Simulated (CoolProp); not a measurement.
Vapour-liquid equilibrium of R227EA (1) + n-butane (2) at 516 kPa; x and y are mole fractions of (1).

Values from CoolProp's multi-fluid Helmholtz-energy mixture model, Lemmon 2016 and Bücker 2006; pair parameters Bell 2016.

Task: Give the bubble temperature and the first vapour's composition at x = 0.125, 0.35, 0.725. Is there an azeotrope?

Result: x = 0.125: 308.1 K, y = 0.398; x = 0.35: 300.6 K, y = 0.570; x = 0.725: 298.5 K, y = 0.712. y crosses x between x = 0.65 and 0.725: the model has an azeotrope there.

Pair parameters are fitted to limited data, so mixtures are less certain than the pure fluids. With so large a gap from Raoult's law the liquid may split in two, which this calculation doesn't test in full.
